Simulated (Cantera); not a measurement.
A Cantera script and what it prints.

```python
import numpy as np
import cantera as ct

gas_names = """
    CL CL2 N N2 Si SiCL SiCL2 SiCL3 SiCL4 SiN Si2 Si2N Si3
""".split()
cond_names = """
    Si(cr) Si(L) Si3N4(a)
""".split()


# ... load() reads the species with a 1 bar reference pressure and builds the phases ...
atoms = {
    'SiCl4': {'Si': 1, 'CL': 4},
    'Cl2': {'CL': 2},
    'N2': {'N': 2},
}
top_T = {'Si3N4(a)': 2400}  # K; cautious upper limits of use, not melting points


# ... equilibrate(T, P, feed) seeds the gas with the atoms and calls Mixture.equilibrate('TP', solver="vcs", rtol=1e-11, max_steps=5000) ...
results = []
T = 1650  # K
P = 2600  # Pa
for m in [0.0064, 0.0096, 0.014, 0.022, 0.033, 0.049, 0.074, 0.11, 0.17, 0.25]:
    feed = {'SiCl4': 1, 'Cl2': m, 'N2': 11}  # mol
    mix = equilibrate(T, P, feed)
    results.append((T, P, feed, dict(zip(mix.species_names, mix.species_moles))))
    x = sorted(zip(gas.X, gas.species_names), reverse=True)
    print(f"T = {T:g} K  P = {P:g} Pa  n(Cl2) = {m:g} mol  gas = {mix.phase_moles(0):.4g} mol")
    print("   x: " + "  ".join(f"{s} {v:.3e}" for v, s in x if v > 0.0001))
    print("   condensed (mol): " + ("  ".join(f"{mix.phase(i).name} {mix.phase_moles(i):.4g}"
          for i in range(1, mix.n_phases) if mix.phase_moles(i) > 1e-12) or "none"))
```

Output:

```
T = 1650 K  P = 2600 Pa  n(Cl2) = 0.0064 mol  gas = 12.14 mol
   x: N2 9.058e-01  SiCL4 7.312e-02  CL 1.166e-02  SiCL3 7.530e-03  SiCL2 1.702e-03  CL2 1.647e-04
   condensed (mol): none
T = 1650 K  P = 2600 Pa  n(Cl2) = 0.0096 mol  gas = 12.15 mol
   x: N2 9.056e-01  SiCL4 7.330e-02  CL 1.190e-02  SiCL3 7.394e-03  SiCL2 1.637e-03  CL2 1.717e-04
   condensed (mol): none
T = 1650 K  P = 2600 Pa  n(Cl2) = 0.014 mol  gas = 12.15 mol
   x: N2 9.053e-01  SiCL4 7.354e-02  CL 1.225e-02  SiCL3 7.208e-03  SiCL2 1.551e-03  CL2 1.818e-04
   condensed (mol): none
T = 1650 K  P = 2600 Pa  n(Cl2) = 0.022 mol  gas = 12.16 mol
   x: N2 9.047e-01  SiCL4 7.395e-02  CL 1.291e-02  SiCL3 6.881e-03  SiCL2 1.405e-03  CL2 2.018e-04
   condensed (mol): none
T = 1650 K  P = 2600 Pa  n(Cl2) = 0.033 mol  gas = 12.17 mol
   x: N2 9.037e-01  SiCL4 7.448e-02  CL 1.386e-02  SiCL3 6.452e-03  SiCL2 1.227e-03  CL2 2.328e-04
   condensed (mol): none
T = 1650 K  P = 2600 Pa  n(Cl2) = 0.049 mol  gas = 12.19 mol
   x: N2 9.023e-01  SiCL4 7.515e-02  CL 1.536e-02  SiCL3 5.875e-03  SiCL2 1.008e-03  CL2 2.858e-04
   condensed (mol): none
T = 1650 K  P = 2600 Pa  n(Cl2) = 0.074 mol  gas = 12.22 mol
   x: N2 8.999e-01  SiCL4 7.597e-02  CL 1.792e-02  SiCL3 5.091e-03  SiCL2 7.488e-04  CL2 3.889e-04
   condensed (mol): none
T = 1650 K  P = 2600 Pa  n(Cl2) = 0.11 mol  gas = 12.28 mol
   x: N2 8.960e-01  SiCL4 7.675e-02  CL 2.196e-02  SiCL3 4.198e-03  CL2 5.840e-04  SiCL2 5.038e-04
   condensed (mol): none
T = 1650 K  P = 2600 Pa  n(Cl2) = 0.17 mol  gas = 12.37 mol
   x: N2 8.890e-01  SiCL4 7.735e-02  CL 2.917e-02  SiCL3 3.184e-03  CL2 1.031e-03  SiCL2 2.876e-04
   condensed (mol): none
T = 1650 K  P = 2600 Pa  n(Cl2) = 0.25 mol  gas = 12.51 mol
   x: N2 8.792e-01  SiCL4 7.739e-02  CL 3.899e-02  SiCL3 2.383e-03  CL2 1.841e-03  SiCL2 1.611e-04
   condensed (mol): none
```

Cantera equilibrium calculation (NASA polynomials, part measured and part estimated; ideal gas, pure solids and liquids). The tables' values for SiCl3 are old estimates; treat these amounts as uncertain.
